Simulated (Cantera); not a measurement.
Feed: 1 mol SO2, 2.6 mol O2, 0.31 mol H2, at 670 Pa.

Method: chemical equilibrium by Gibbs-energy minimisation in Cantera with the NASA 1993 tables (ideal gas, pure condensed phases). Candidate condensed phases: H2O, H2SO4, S; 19 gas species. Equilibrium is a limit: real reactors are often held back by kinetics, nucleation or transport.

x: gas mole fraction; nothing condenses.

| T (K) | x O2 | x SO2 | x O | x H2O | x OH | x SO | x H |
|---|---|---|---|---|---|---|---|
| 1973 | 0.644 | 0.264 | 0.00532 | 0.0781 | 0.00732 | 0.000467 | 0.000275 |
| 2023 | 0.641 | 0.264 | 0.00779 | 0.0767 | 0.00926 | 0.000734 | 0.000465 |
| 2073 | 0.637 | 0.262 | 0.0112 | 0.0750 | 0.0115 | 0.00113 | 0.000763 |
| 2123 | 0.632 | 0.261 | 0.0158 | 0.0730 | 0.0142 | 0.00170 | 0.00122 |
| 2173 | 0.626 | 0.259 | 0.0220 | 0.0704 | 0.0172 | 0.00251 | 0.00191 |
| 2223 | 0.618 | 0.256 | 0.0300 | 0.0674 | 0.0205 | 0.00364 | 0.00290 |
| 2273 | 0.608 | 0.252 | 0.0404 | 0.0638 | 0.0241 | 0.00518 | 0.00432 |
| 2323 | 0.596 | 0.247 | [?] | 0.0596 | [?] | [?] | [?] |
| 2373 | 0.581 | 0.241 | 0.0698 | 0.0548 | 0.0318 | 0.00992 | 0.00892 |
| 2423 | 0.562 | 0.234 | [?] | [?] | [?] | [?] | [?] |
| 2473 | 0.541 | 0.224 | 0.114 | 0.0436 | 0.0388 | 0.0177 | 0.0167 |
| 2523 | 0.516 | 0.213 | 0.142 | 0.0373 | 0.0415 | 0.0230 | 0.0220 |
| 2573 | 0.488 | 0.199 | 0.175 | 0.0309 | 0.0433 | 0.0293 | 0.0282 |
| 2623 | 0.456 | 0.184 | 0.213 | 0.0246 | 0.0439 | 0.0365 | 0.0352 |

Task: Complete the blanks.

Result: 
- 2323, x O: 0.0535
- 2323, x OH: 0.0279
- 2323, x SO: 0.00723
- 2323, x H: 0.00628
- 2423, x O: 0.0898
- 2423, x H2O: 0.0495
- 2423, x OH: 0.0355
- 2423, x SO: 0.0134
- 2423, x H: 0.0124
